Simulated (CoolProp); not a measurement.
Saturation properties of R152A.

Computed with CoolProp (reference Helmholtz-energy equation of state, Outcalt 1996). It is a modified Benedict-Webb-Rubin equation, recast in Helmholtz form.

```json
[
 {"T (K)": "266.9", "p (bar)": "2.097", "vapour density (kg/m³)": "6.710", "surface tension (mN/m)": "14.0", "liquid viscosity (µPa s)": "234", "vapour viscosity (µPa s)": "9.95"},
 {"T (K)": "276.2", "p (bar)": "…", "vapour density (kg/m³)": "9.272", "surface tension (mN/m)": "…", "liquid viscosity (µPa s)": "…", "vapour viscosity (µPa s)": "10.3"},
 {"T (K)": "285.5", "p (bar)": "4.027", "vapour density (kg/m³)": "12.56", "surface tension (mN/m)": "11.4", "liquid viscosity (µPa s)": "…", "vapour viscosity (µPa s)": "10.7"},
 {"T (K)": "294.8", "p (bar)": "5.394", "vapour density (kg/m³)": "16.72", "surface tension (mN/m)": "10.2", "liquid viscosity (µPa s)": "168", "vapour viscosity (µPa s)": "11.1"},
 {"T (K)": "304.1", "p (bar)": "7.087", "vapour density (kg/m³)": "21.95", "surface tension (mN/m)": "8.92", "liquid viscosity (µPa s)": "150", "vapour viscosity (µPa s)": "11.5"},
 {"T (K)": "313.4", "p (bar)": "…", "vapour density (kg/m³)": "28.47", "surface tension (mN/m)": "7.71", "liquid viscosity (µPa s)": "135", "vapour viscosity (µPa s)": "11.9"},
 {"T (K)": "322.7", "p (bar)": "11.64", "vapour density (kg/m³)": "36.62", "surface tension (mN/m)": "6.54", "liquid viscosity (µPa s)": "121", "vapour viscosity (µPa s)": "12.3"},
 {"T (K)": "332", "p (bar)": "14.61", "vapour density (kg/m³)": "…", "surface tension (mN/m)": "5.40", "liquid viscosity (µPa s)": "108", "vapour viscosity (µPa s)": "12.8"},
 {"T (K)": "341.3", "p (bar)": "18.10", "vapour density (kg/m³)": "59.63", "surface tension (mN/m)": "4.31", "liquid viscosity (µPa s)": "96.8", "vapour viscosity (µPa s)": "13.4"},
 {"T (K)": "350.6", "p (bar)": "22.19", "vapour density (kg/m³)": "76.07", "surface tension (mN/m)": "3.25", "liquid viscosity (µPa s)": "86.0", "vapour viscosity (µPa s)": "14.1"},
 {"T (K)": "359.9", "p (bar)": "26.95", "vapour density (kg/m³)": "97.80", "surface tension (mN/m)": "2.26", "liquid viscosity (µPa s)": "75.9", "vapour viscosity (µPa s)": "15.1"},
 {"T (K)": "369.2", "p (bar)": "32.45", "vapour density (kg/m³)": "128.3", "surface tension (mN/m)": "1.34", "liquid viscosity (µPa s)": "66.1", "vapour viscosity (µPa s)": "16.4"},
 {"T (K)": "378.5", "p (bar)": "38.84", "vapour density (kg/m³)": "177.8", "surface tension (mN/m)": "0.522", "liquid viscosity (µPa s)": "55.7", "vapour viscosity (µPa s)": "19.0"}
]
```

Task: Complete the blanks.

Result: 
- 276.2, p (bar): 2.942
- 276.2, surface tension (mN/m): 12.7
- 276.2, liquid viscosity (µPa s): 209
- 285.5, liquid viscosity (µPa s): 187
- 313.4, p (bar): 9.154
- 332, vapour density (kg/m³): 46.79

It boils at 249.1 K under 1 atm.

Viscosity comes from a separate model (Bell 2016), an estimate that may be off by 10 % or more. Surface tension comes from a separate correlation (Mulero 2012).
